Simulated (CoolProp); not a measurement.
A Linde-Hampson liquefier for ethylene: isothermal reversible compression at 320 K from 1 atm to 25 MPa, throttling to 1 atm, return gas leaving the recuperator 5 K below the feed. Each further row changes one setting.

Computed with CoolProp (reference Helmholtz-energy equation of state, Smukala 2000).

```csv
case,liquid yield per pass,compression work (kJ/kg of gas)
as stated,___,432
high pressure 50 MPa,0.414,___
warm-end temperature 350 K,___,___
warm-end gap 10 K,0.412,432
```

### Question
What belongs in the gaps?

### Answer

- as stated, liquid yield per pass: 0.419
- high pressure 50 MPa, compression work (kJ/kg of gas): 491
- warm-end temperature 350 K, liquid yield per pass: 0.341
- warm-end temperature 350 K, compression work (kJ/kg of gas): 498
